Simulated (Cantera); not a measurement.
A Cantera script and its output.

```python
import numpy as np
import cantera as ct

surf = ct.Interface("ptcombust.yaml", "Pt_surf")
gas = surf.adjacent["gas"]
gas.TPX = 300, 3000, {'CH4': 0.021, 'O2': 0.19, 'N2': 0.79}
jet = ct.ImpingingJet(gas=gas, width=0.027, surface=surf)
jet.inlet.mdot, jet.inlet.T, jet.inlet.X = 0.2, 300, {'CH4': 0.021, 'O2': 0.19, 'N2': 0.79}
jet.set_refine_criteria(ratio=10, slope=0.2, curve=0.3)
show, cover = ['CH4', 'O2', 'H2O', 'OH', 'CO', 'CO2'], ["PT(S)", "H(S)", "O(S)", "OH(S)", "CO(S)", "C(S)"]

rows = []
print(f"{'Ts/K':>7s}" + "".join(f"{s:>11s}" for s in show + cover) + "   (gas at the wall, coverages)")
for i, Ts in enumerate([850, 900, 950, 1000, 1050, 1100, 1150]):
    jet.surface.T = Ts
    if i == 0:
        surf.TP = Ts, 3000
        surf.coverages = "PT(S):0.5, O(S):0.5"
        surf.advance_coverages(1.0)
        jet.set_initial_guess(products="inlet")
    jet.solve(loglevel=0, auto=(i == 0))
    rows.append([*(jet.X[gas.species_index(s), -1] for s in show), *surf[cover].coverages])
    print(f"{Ts:7g}" + "".join(f"{x:11.3e}" for x in rows[-1]))
```

Result:

```
   Ts/K        CH4         O2        H2O         OH         CO        CO2      PT(S)       H(S)       O(S)      OH(S)      CO(S)       C(S)   (gas at the wall, coverages)
    850  2.008e-02  1.879e-01  1.690e-03  4.373e-09  5.366e-06  1.098e-03  1.636e-01  6.308e-09  8.361e-01  2.274e-04  4.387e-06  1.126e-08
    900  1.918e-02  1.860e-01  3.363e-03  1.906e-08  7.528e-06  2.192e-03  2.286e-01  2.094e-08  7.711e-01  2.885e-04  4.184e-06  1.493e-08
    950  1.798e-02  1.834e-01  5.600e-03  6.771e-08  9.903e-06  3.659e-03  2.979e-01  5.595e-08  7.018e-01  3.297e-04  3.686e-06  1.769e-08
   1000  1.659e-02  1.804e-01  8.172e-03  2.035e-07  1.246e-05  5.350e-03  3.687e-01  1.269e-07  6.310e-01  3.488e-04  3.099e-06  1.941e-08
   1050  1.515e-02  1.774e-01  1.082e-02  5.298e-07  1.525e-05  7.095e-03  4.390e-01  2.546e-07  5.606e-01  3.489e-04  2.546e-06  2.031e-08
   1100  1.378e-02  1.745e-01  1.333e-02  1.237e-06  1.842e-05  8.750e-03  5.072e-01  4.637e-07  4.925e-01  3.347e-04  2.078e-06  2.065e-08
   1150  1.255e-02  1.719e-01  1.557e-02  2.620e-06  2.212e-05  1.023e-02  5.719e-01  7.834e-07  4.278e-01  3.113e-04  1.705e-06  2.070e-08
```

Cantera simulation using Deutschmann's 1995 Pt surface mechanism with GRI-Mech 3.0 gas chemistry; the numbers are that mechanism's predictions, not measurements. Catalytic surfaces can have several steady states; this one follows from the mechanism file's or the stated starting coverage.
